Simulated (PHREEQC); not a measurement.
A solution holds 3.9 mol/kgw KOH and 0.00086 mol/kgw H4SiO4, at 20 °C. Closed to the air; pH follows from the charge balance.

Model: Pitzer model, pitzer.dat, run in PHREEQC.

**Question.** The ionic strength comes out as 3.90 mol/kgw. What activity coefficients do K+, H2SiO4-2, OH- get?

**Answer.** K+ 0.80, H2SiO4-2 0.017, OH- 2.1. Single-ion values are on the MacInnes scale.

No solid was allowed to form. In brines, pH and single-ion activities rest on the MacInnes convention.
